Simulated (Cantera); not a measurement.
Fluorocarbon and chlorocarbon gases: CHF₃ + HCl

Input: 1 mol CHF₃, a varied amount of HCl, held at 875 K and 6900 Pa.

Equilibrium computed with Cantera from the NASA thermochemical tables; the gas is ideal and each condensed phase is pure. Candidate condensed phases: C, C₆H₆, C₇H₈, C₈H₁₈; 118 gas species. Condensed phases not in the tables: fluorocarbon polymer. Gases not in the tables: C₂F₆ and larger saturated fluorocarbons. Rates play no part.

```
n(HCl) (mol)  log p HF  log p CF₄  log p HCl  log p Cl₂  log p CClF₃  n C(graphite)
------------  --------  ---------  ---------  ---------  -----------  -------------
0.012            -1.34      -1.64      -3.26      -7.31        -5.59          0.500
0.021            -1.34      -1.64      -3.02      -6.82        -5.35          0.500
0.037            -1.35      -1.65      -2.78      -6.33        -5.10          0.500
0.066            -1.36      -1.66      -2.54      -5.84        -4.86          0.500
0.12             -1.37      -1.67      -2.29      -5.33        -4.62          0.500
0.21             -1.39      -1.70      -2.08      -4.85        -4.40          0.500
0.38             -1.43      -1.74      -1.86      -4.36        -4.19          0.501
0.68             -1.50      -1.81      -1.67      -3.90        -4.01          0.502
```
log p: log10 of the partial pressure in bar; n: condensed amount in mol.

From 0.012 mol HCl to 0.68 mol HCl the condensed part is C(graphite). The main C-bearing gas is CF₄ throughout.
